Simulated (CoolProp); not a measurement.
Vapour-liquid equilibrium of ethane (1) + hydrogen sulfide (2) at 0.798 MPa; x and y are mole fractions of (1).

Model: multi-fluid Helmholtz-energy mixture model, Bücker 2006 and Lemmon 2006; pair parameters Kunz 2012, in CoolProp.

Task: Give the bubble temperature and the first vapour's composition at x = 0.05, 0.35, 0.65. Is there an azeotrope?

Result: x = 0.05: -17.9 °C, y = 0.277; x = 0.35: -35.2 °C, y = 0.665; x = 0.65: -38.4 °C, y = 0.759. y crosses x between x = 0.8 and 0.95: the model has an azeotrope there.

Pair parameters are fitted to limited data, so mixtures are less certain than the pure fluids. With so large a gap from Raoult's law the liquid may split in two, which this calculation doesn't test in full.
